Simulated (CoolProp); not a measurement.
Aqueous potassium carbonate as a coolant, at 12 °C, 1 atm.

Computed with CoolProp (Melinder's fits for secondary coolants).

| mass % | freezing point (°C) | Prandtl number | cp (kJ/(kg K)) | density (kg/m³) | viscosity (mPa s) |
|---|---|---|---|---|---|
| 3.7 | -1.2 | 9.04 | 3.962 | 1034 | 1.33 |
| 9 | -3.2 | 9.66 | 3.721 | 1084 | 1.50 |
| 14.4 | -5.6 | 10.6 | 3.510 | 1137 | 1.72 |
| 19.8 | -8.7 | 11.9 | 3.304 | 1192 | 2.03 |
| 25.2 | -13.0 | 13.7 | 3.104 | 1249 | 2.48 |
| 30.6 | -19.4 | 16.7 | 2.927 | 1309 | 3.16 |
| 36 | -28.6 | 21.4 | 2.786 | 1372 | 4.22 |
